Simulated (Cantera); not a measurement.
Thermodynamics of carbon deposition, reforming and gasification, feed C2H6 + NH3 + H2

Charge: 1 mol C2H6, 0.22 mol NH3, 2.6 mol H2, held at 0.00250 bar.

Equilibrium computed with Cantera from the NASA thermochemical tables; the gas is ideal and each condensed phase is pure. Candidate condensed phases: C, C6H6, C7H8, C8H18; 92 gas species. The numbers say what is thermodynamically allowed, not how fast it happens.

From 700 K to 1600 K the condensed part is C(graphite). The main C-bearing gas is CH4 at 700 K and HCN at 1600 K.

```csv
T (K),x H2,x CH4,x N2,x H,x HCN,x C2H2 (acetylene),x HNC,x NH3,n C(graphite)
700,0.962,0.0197,0.0186,<1e-12,7.06e-10,<1e-12,<1e-12,3.01e-6,1.88
800,0.979,0.00322,0.0183,5.73e-11,1.25e-8,1.27e-12,2.99e-12,9.78e-7,1.98
900,0.981,0.000751,0.0182,2.32e-9,1.17e-7,5.52e-11,7.66e-11,3.97e-7,2.00
1000,0.982,0.000230,0.0182,4.50e-8,6.94e-7,1.12e-9,1.02e-9,1.91e-7,2.00
1100,0.982,8.65e-5,0.0182,5.12e-7,2.97e-6,1.31e-8,8.53e-9,1.04e-7,2.00
1200,0.982,3.81e-5,0.0182,3.91e-6,9.96e-6,1.01e-7,4.98e-8,6.27e-8,2.00
1300,0.982,1.89e-5,0.0182,2.19e-5,2.77e-5,5.66e-7,2.21e-7,4.07e-8,2.00
1400,0.982,1.04e-5,0.0182,9.64e-5,6.63e-5,2.47e-6,7.90e-7,2.80e-8,2.00
1500,0.981,6.19e-6,0.0181,0.000349,0.000141,8.86e-6,2.38e-6,2.03e-8,2.00
1600,0.981,3.92e-6,0.0181,0.00108,0.000272,2.70e-5,6.23e-6,1.52e-8,2.00
```
x: gas mole fraction; n: condensed amount in mol.
